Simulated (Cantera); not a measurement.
**Hydrocarbon pyrolysis for carbon deposition**

A perfectly stirred reactor is fed with 1.79 % C2H6, 98.2 % H2, at 0.0790 atm; it is held at 1398 K, and followed from long to short residence time.

Model: GRI-Mech 3.0 (53 species, 325 reactions), integrated in Cantera. GRI-Mech 3.0 stops at C3 and has no aromatics, soot or wall deposition, so with more carbon than oxygen in the feed, carbon stays in small species such as C2H2 where larger ones or solid carbon would form.

```csv
τ (s),x C2H6,x H2,x C2H,x CH2,x CH4
5.8,1.45e-5,0.978,5.36e-10,3.28e-10,0.00974
1.1,4.59e-5,0.978,8.91e-10,8.48e-10,0.00903
0.20,0.000161,0.978,1.22e-9,2.31e-9,0.00978
0.037,0.000589,0.977,1.19e-9,5.83e-9,0.0110
0.0069,0.00214,0.976,6.51e-10,1.43e-8,0.0113
0.0013,0.00730,0.978,1.18e-10,2.51e-8,0.00756
0.00024,0.0157,0.982,1.29e-12,6.80e-9,0.00101
```
x: mole fraction; the columns are a selection and need not sum to one.
